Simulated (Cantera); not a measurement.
Input: 1 mol Si, 2.8 mol H₂O, 120 mol N₂, 0.25 mol O₂, held at 1448 K and 3380 Torr.

Cantera equilibrium calculation (NASA polynomials, part measured and part estimated; ideal gas, pure solids and liquids). Candidate condensed phases: H₂O, Si, SiO₂, Si₂N₂O, Si₃N₄; 35 gas species. The tables hold silica as quartz up to 1696 K and as liquid above; real silica turns to tridymite and cristobalite and melts near 1996 K. Gases not in the tables: Si(OH)₄. The numbers say what is thermodynamically allowed, not how fast it happens.

Base state: N₂ 0.977, H₂ 0.0122, H₂O 0.0106 (mole fractions); condensed: SiO₂(β-quartz).

### Question
What changes in the equilibrium state with this change: Si replaced by SiC?

### Answer
```
species              before     after
-------------------  ------  --------
N₂                    0.977     0.969
H₂                   0.0122    0.0205
CO                        0   0.00774
H₂O                  0.0106   0.00209
CO₂                       0  0.000333
SiO₂(β-quartz), mol    1.00      1.00
```
Further candidate phases: C, C₆H₆, C₇H₈, C₈H₁₈, SiC.
